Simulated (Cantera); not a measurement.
A perfectly stirred reactor is fed with CH₄ : H₂ : O₂ : N₂ : H₂O = 1 : 0.14 : 2.07 : 7.78 : 2.7 (molar parts), equivalence ratio 1.0, at 9.30 bar; it is adiabatic with a 650 K inlet, and is followed from long to short residence time, starting on the burning branch (τ in s: 0.079, 0.026, 0.0088, 0.003, 0.00099, 0.00033, 0.00011, 3.7e-05, 1.2e-05, 4.2e-06).

Cantera simulation using GRI-Mech 3.0 (53 species, 325 reactions); the numbers are that mechanism's predictions, not measurements.

Question: Predict: blow-out, bracketed by the residence times tried; x(CH₄) at τ = 79.0 ms; x(H₂) at τ = 79.0 ms; x(O₂) at τ = 79.0 ms; x(O) at τ = 79.0 ms; x(HCN) at τ = 79.0 ms; x(CH₄) at τ = 0.330 ms; x(H₂) at τ = 0.330 ms; x(O₂) at τ = 0.330 ms; x(O) at τ = 0.330 ms; x(HCN) at τ = 0.330 ms.

Answer: 
```
Property                                                                        Value
------------------------------------------------  -----------------------------------
blow-out, bracketed by the residence times tried  burning at 0.110 ms, out at 37.0 µs
x(CH₄) at τ = 79.0 ms                                                         2.90e-6
x(H₂) at τ = 79.0 ms                                                          0.00247
x(O₂) at τ = 79.0 ms                                                          0.00200
x(O) at τ = 79.0 ms                                                           3.04e-5
x(HCN) at τ = 79.0 ms                                                         1.53e-7
x(CH₄) at τ = 0.330 ms                                                       0.000197
x(H₂) at τ = 0.330 ms                                                         0.00770
x(O₂) at τ = 0.330 ms                                                         0.00834
x(O) at τ = 0.330 ms                                                         0.000160
x(HCN) at τ = 0.330 ms                                                        2.12e-6
```
